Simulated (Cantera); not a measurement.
A perfectly stirred reactor is fed with CH4 : H2O = 1 : 3 (molar parts), at 5.10 bar; it is held at 2050 K, and followed from long to short residence time.

Model: GRI-Mech 3.0 (53 species, 325 reactions), integrated in Cantera.

**Question.** What does this change do: H2O 3 to 2.2 parts?

**Answer.** 
```tsv
quantity	before	after
x(CH4) at τ = 0.320 s	0.00148	0.00241
x(H2O) at τ = 0.320 s	0.317	0.221
x(CH3) at τ = 0.320 s	4.02e-5	6.18e-5
x(OH) at τ = 0.320 s	4.83e-5	3.17e-5
x(CH2O) at τ = 0.320 s	5.01e-7	5.37e-7
x(CH4) at τ = 13.0 ms	0.0134	0.0168
x(H2O) at τ = 13.0 ms	0.362	0.282
x(CH3) at τ = 13.0 ms	0.000381	0.000452
x(OH) at τ = 13.0 ms	5.75e-5	4.24e-5
x(CH2O) at τ = 13.0 ms	4.20e-6	3.51e-6
```

**Question.** What does this change do: temperature 2050 to 1250 K?

**Answer.** 
```
quantity                  before    after
----------------------  --------  -------
x(CH4) at τ = 0.320 s    0.00148    0.249
x(H2O) at τ = 0.320 s      0.317    0.750
x(CH3) at τ = 0.320 s    4.02e-5  2.08e-6
x(OH) at τ = 0.320 s     4.83e-5  3.33e-9
x(CH2O) at τ = 0.320 s   5.01e-7  2.27e-7
x(CH4) at τ = 13.0 ms     0.0134    0.250
x(H2O) at τ = 13.0 ms      0.362    0.750
x(CH3) at τ = 13.0 ms   0.000381  1.47e-6
x(OH) at τ = 13.0 ms     5.75e-5  2.36e-9
x(CH2O) at τ = 13.0 ms   4.20e-6  5.05e-9
```
